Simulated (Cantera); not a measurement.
Input: 1 mol LiOH, 9.3 mol H₂, held at 2330 Torr.

Cantera equilibrium calculation (NASA polynomials, part measured and part estimated; ideal gas, pure solids and liquids). Candidate condensed phases: H₂O, Li, LiH, LiOH, Li₂O; 17 gas species. Kinetics and transport are ignored. All values below are at 552 °C.

Base state: H₂ 0.990, H₂O 0.0100 (mole fractions); condensed: LiOH(l) + Li₂O(s).

Q: What changes in the equilibrium state with this change: pressure from 2330 Torr to 1 atm?

A: 
```json
[
 {"species": "H₂", "before": "0.990", "after": "0.969"},
 {"species": "H₂O", "before": "0.0100", "after": "0.0306"},
 {"species": "LiOH(l), mol", "before": "0.812", "after": "0.412"},
 {"species": "Li₂O(s), mol", "before": "0.0940", "after": "0.294"}
]
```
